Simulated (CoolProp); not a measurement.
Ethylene along the isotherm 438.2 K: Z from the reference equation and from simpler models built on Tc = 282.4 K, pc = 50.42 bar, ω = 0.087; each cubic takes its own stable root.

Model: reference Helmholtz-energy equation of state, Smukala 2000, in CoolProp.

```tsv
p (bar)	phase	reference	Pitzer virial	van der Waals
6.88	gas	0.9895	0.9898	0.9870
13.8	gas	0.9791	0.9795	0.9739
20.6	gas	0.9689	0.9694	0.9610
27.5	gas	0.9588	0.9592	0.9478
34.4	gas	0.9488	0.9489	0.9346
41.3	gas	0.9390	0.9387	0.9214
48.1	gas	0.9295	0.9286	0.9085
55	supercritical	0.9201	0.9183	0.8954
61.9	supercritical	0.9110	0.9081	0.8825
68.8	supercritical	0.9022	0.8978	0.8699
75.6	supercritical	0.8938	0.8877	0.8577
```
